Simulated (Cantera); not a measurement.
# Equilibrium for calcination and drying: CsOH + H₂O + H₂

Input: 1 mol CsOH, 0.045 mol H₂O, a varied amount of H₂, held at 2198 K and 1 atm.

Method: chemical equilibrium by Gibbs-energy minimisation in Cantera with the NASA 1993 tables (ideal gas, pure condensed phases). Candidate condensed phases: Cs, CsOH, H₂O; 15 gas species. Equilibrium is a limit: real reactors are often held back by kinetics, nucleation or transport.

| n(H₂) (mol) | log p H₂ | log p CsOH | log p H₂O | log p Cs | log p O₂ | log p H |
|---|---|---|---|---|---|---|
| 0.025 | -2.93 | -0.09 | -0.98 | -1.06 | -1.99 | -3.72 |
| 0.04 | -2.75 | -0.10 | -0.92 | -1.03 | -2.25 | -3.63 |
| 0.066 | -2.35 | -0.13 | -0.83 | -0.95 | -2.86 | -3.43 |
| 0.11 | -1.81 | -0.18 | -0.74 | -0.83 | -3.75 | -3.16 |
| 0.18 | -1.36 | -0.25 | -0.67 | -0.74 | -4.51 | -2.93 |
| 0.29 | -1.03 | -0.32 | -0.63 | -0.69 | -5.10 | -2.77 |
| 0.47 | -0.77 | -0.42 | -0.62 | -0.67 | -5.60 | -2.64 |
| 0.77 | -0.56 | -0.54 | -0.63 | -0.67 | -6.04 | -2.53 |
| 1.3 | -0.39 | -0.71 | -0.67 | -0.71 | -6.46 | -2.45 |
| 2.1 | -0.27 | -0.90 | -0.74 | -0.77 | -6.83 | -2.39 |
| 3.4 | -0.19 | -1.12 | -0.83 | -0.86 | -7.19 | -2.35 |
| 5.5 | -0.12 | -1.39 | -0.95 | -0.98 | -7.55 | -2.32 |
| 9.1 | -0.08 | -1.70 | -1.10 | -1.12 | -7.93 | -2.29 |
log p: log10 of the partial pressure in bar; nothing condenses.

From 0.025 mol H₂ to 9.1 mol H₂ nothing is condensed. The main Cs-bearing gas is CsOH at 0.025 mol H₂ and Cs at 9.1 mol H₂.
